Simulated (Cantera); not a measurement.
A perfectly stirred reactor is fed with CO : H2 : O2 : N2 = 1 : 0.091 : 0.992 : 11.9 (molar parts), equivalence ratio 0.55, at 1.01 bar; it is adiabatic with a 523 K inlet, and is followed from long to short residence time, starting on the burning branch (τ in s: 0.17, 0.063, 0.024, 0.0089, 0.0033, 0.0012, 0.00047, 0.00017, 6.5e-05, 2.4e-05, 9.2e-06).

Model: GRI-Mech 3.0 (53 species, 325 reactions), integrated in Cantera.

Question: What does this change do: inlet temperature 523 to 400 K?

Answer: 
```csv
quantity,before,after
"blow-out, bracketed by the residence times tried","burning at 63.0 ms, out at 24.0 ms",not reached
x(CO) at τ = 0.170 s,0.00343,0.0715
x(H2) at τ = 0.170 s,4.90e-5,0.00651
x(O2) at τ = 0.170 s,0.0348,0.0709
x(H2O2) at τ = 0.170 s,2.13e-7,<1e-12
x(CO2) at τ = 0.170 s,0.0709,<1e-12
x(CO) at τ = 1.20 ms,0.0715,0.0715
x(H2) at τ = 1.20 ms,0.00651,0.00651
x(O2) at τ = 1.20 ms,0.0709,0.0709
x(H2O2) at τ = 1.20 ms,<1e-12,<1e-12
x(CO2) at τ = 1.20 ms,<1e-12,<1e-12
state,not reached,not burning at any residence time tried
```
